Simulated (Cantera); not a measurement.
Cantera with NASA thermochemical tables; ideal gases at 1 bar, condensed phases pure. Values are per mole of reaction as written; species without (g) are pure solids or liquids, kept so even where they would boil at 1 bar.

### Question
Between 800 and 2150 K, where is each reaction favourable under standard conditions?
- BN + 6 F(g) ⇌ NF3(g) + BF3(g)
- NF3(g) + BCl3(g) ⇌ 3 Cl(g) + 3 F(g) + BN
- 2 N(g) + 2 BCl3(g) ⇌ 3 Cl2(g) + 2 BN

### Answer
- BN + 6 F(g) ⇌ NF3(g) + BF3(g): ΔG° is -1120 kJ at 800 K and -452 kJ at 2150 K; it stays negative (K > 1). ΔH° is -1525 kJ and ΔS° -499 J/K at 2150 K.
- NF3(g) + BCl3(g) ⇌ 3 Cl(g) + 3 F(g) + BN: ΔG° is 529 kJ at 800 K and -105 kJ at 2150 K; it changes sign between 1850 and 2000 K. ΔH° is 914 kJ and ΔS° 474 J/K at 2150 K.
- 2 N(g) + 2 BCl3(g) ⇌ 3 Cl2(g) + 2 BN: ΔG° is -485 kJ at 800 K and -211 kJ at 2150 K; it stays negative (K > 1). ΔH° is -643 kJ and ΔS° -201 J/K at 2150 K.
